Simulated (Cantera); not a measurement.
What does this Cantera script print?

```python
import numpy as np
import cantera as ct

gas = ct.Solution("gri30.yaml")
gas.TPX = 525, 330000, {'CH4': 1, 'C2H6': 0.26, 'C3H8': 0.091, 'O2': 3.37, 'N2': 10.8, 'H2O': 0.57}
flame = ct.FreeFlame(gas, width=0.017)
flame.set_refine_criteria(ratio=3, slope=0.08, curve=0.16)
flame.transport_model = "unity-Lewis-number"
flame.solve(loglevel=0, auto=True)
z, T = flame.grid, flame.T
thick = (T[-1] - T[0]) / np.gradient(T, z).max()
show = ['CH4', 'C2H6', 'C3H8', 'CH3', 'CH2', 'O2']
print(f"laminar burning velocity  {flame.velocity[0] * 100:.3f} cm/s")
print(f"burnt temperature         {T[-1]:.1f} K")
print(f"thermal thickness         {thick * 1e3:.4f} mm")
print(f"grid points               {len(z)}")
z0 = z[flame.heat_release_rate.argmax()]
print(f"{'z/mm':>9s}{'T/K':>9s}{'u/(m/s)':>9s}" + "".join(f"{s:>11s}" for s in show))
rows = []
for k in (-3, -2, -1.5, -1, -0.5, -0.25, 0, 0.25, 0.5, 1, 2, 4, 8):
    zz = z0 + k * thick
    rows.append([k * thick, np.interp(zz, z, T), np.interp(zz, z, flame.velocity),
                 *(np.interp(zz, z, flame.X[gas.species_index(s)]) for s in show)])
    print(f"{rows[-1][0] * 1e3:9.3f}{rows[-1][1]:9.1f}{rows[-1][2]:9.3f}" + "".join(f"{x:11.3e}" for x in rows[-1][3:]))
```

Output:

```
laminar burning velocity  69.271 cm/s
burnt temperature         2447.4 K
thermal thickness         0.1281 mm
grid points               146
     z/mm      T/K  u/(m/s)        CH4       C2H6       C3H8        CH3        CH2         O2
   -0.384    525.7    0.694  6.212e-02  1.615e-02  5.652e-03  1.596e-09  1.376e-19  2.094e-01
   -0.256    530.1    0.700  6.195e-02  1.610e-02  5.632e-03  1.455e-08  3.606e-17  2.089e-01
   -0.192    542.4    0.716  6.148e-02  1.595e-02  5.577e-03  7.050e-08  1.562e-15  2.077e-01
   -0.128    628.4    0.832  5.815e-02  1.489e-02  5.181e-03  1.619e-06  2.313e-12  1.989e-01
   -0.064   1066.9    1.437  4.005e-02  9.248e-03  3.062e-03  1.891e-04  2.827e-08  1.513e-01
   -0.032   1497.8    2.054  2.124e-02  3.654e-03  1.042e-03  1.373e-03  4.073e-06  1.020e-01
    0.000   1925.2    2.683  3.721e-03  1.348e-04  2.084e-05  1.457e-03  6.334e-05  5.079e-02
    0.032   2095.3    2.918  1.241e-04  1.187e-07  6.113e-09  7.986e-05  8.679e-06  2.879e-02
    0.064   2165.1    3.000  2.621e-06  4.946e-11  9.218e-13  2.044e-06  2.801e-07  2.297e-02
    0.128   2249.4    3.097  3.307e-09  4.864e-16  1.588e-18  3.405e-09  5.750e-10  1.861e-02
    0.256   2332.8    3.190  1.638e-13  5.879e-22  4.300e-27  2.909e-13  1.233e-13  1.483e-02
    0.512   2396.8    3.261  9.911e-16  1.926e-29  3.194e-36  3.219e-15  1.113e-15  1.178e-02
    1.025   2434.0    3.302  5.744e-16  2.729e-29  1.744e-40  1.623e-15  4.235e-16  9.873e-03
```

Cantera simulation using GRI-Mech 3.0 (53 species, 325 reactions); the numbers are that mechanism's predictions, not measurements. Unity Lewis numbers drop preferential diffusion, which matters most where H2 and H carry the flame. Burning velocities carry a grid error of a few per cent, more on coarse grids.
